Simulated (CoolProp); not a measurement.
Vapour-liquid equilibrium of m-xylene (1) + n-decane (2) at 359.6 K; x and y are mole fractions of (1).

Computed with CoolProp (multi-fluid Helmholtz-energy mixture model, Zhou 2012 and Lemmon 2006; pair parameters Bell 2016).

```json
[
 {"x": "0.05", "bubble pressure, mixture model (kPa)": "(withheld)", "bubble pressure, Raoult's law (kPa)": "6.131", "y, mixture model": "0.172", "y, Raoult's law": "0.157"},
 {"x": "0.125", "bubble pressure, mixture model (kPa)": "7.400", "bubble pressure, Raoult's law (kPa)": "7.169", "y, mixture model": "0.353", "y, Raoult's law": "0.336"},
 {"x": "0.2", "bubble pressure, mixture model (kPa)": "(withheld)", "bubble pressure, Raoult's law (kPa)": "8.208", "y, mixture model": "(withheld)", "y, Raoult's law": "0.470"},
 {"x": "0.275", "bubble pressure, mixture model (kPa)": "9.557", "bubble pressure, Raoult's law (kPa)": "9.247", "y, mixture model": "0.580", "y, Raoult's law": "0.574"},
 {"x": "0.35", "bubble pressure, mixture model (kPa)": "10.59", "bubble pressure, Raoult's law (kPa)": "10.29", "y, mixture model": "0.657", "y, Raoult's law": "0.656"},
 {"x": "0.425", "bubble pressure, mixture model (kPa)": "11.60", "bubble pressure, Raoult's law (kPa)": "11.32", "y, mixture model": "0.721", "y, Raoult's law": "0.724"},
 {"x": "0.5", "bubble pressure, mixture model (kPa)": "12.60", "bubble pressure, Raoult's law (kPa)": "12.36", "y, mixture model": "(withheld)", "y, Raoult's law": "0.780"},
 {"x": "0.575", "bubble pressure, mixture model (kPa)": "13.59", "bubble pressure, Raoult's law (kPa)": "13.40", "y, mixture model": "0.821", "y, Raoult's law": "0.828"},
 {"x": "0.65", "bubble pressure, mixture model (kPa)": "14.59", "bubble pressure, Raoult's law (kPa)": "14.44", "y, mixture model": "0.861", "y, Raoult's law": "0.868"},
 {"x": "0.725", "bubble pressure, mixture model (kPa)": "15.59", "bubble pressure, Raoult's law (kPa)": "15.48", "y, mixture model": "0.897", "y, Raoult's law": "0.903"},
 {"x": "0.8", "bubble pressure, mixture model (kPa)": "16.59", "bubble pressure, Raoult's law (kPa)": "16.52", "y, mixture model": "(withheld)", "y, Raoult's law": "0.934"},
 {"x": "0.875", "bubble pressure, mixture model (kPa)": "17.60", "bubble pressure, Raoult's law (kPa)": "17.56", "y, mixture model": "0.958", "y, Raoult's law": "0.961"},
 {"x": "0.95", "bubble pressure, mixture model (kPa)": "(withheld)", "bubble pressure, Raoult's law (kPa)": "18.60", "y, mixture model": "0.984", "y, Raoult's law": "0.985"}
]
```

Problem. What belongs in the gaps?

Solution. 
- 0.05, bubble pressure, mixture model (kPa): 6.246
- 0.2, bubble pressure, mixture model (kPa): 8.498
- 0.2, y, mixture model: 0.482
- 0.5, y, mixture model: 0.775
- 0.8, y, mixture model: 0.929
- 0.95, bubble pressure, mixture model (kPa): 18.61

The largest gap from Raoult's law is +3.5 % in bubble pressure, at x = 0.2. No azeotrope shows between x = 0.05 and 0.95.

The pair parameters rest on a limited set of measurements; away from them the model extrapolates.
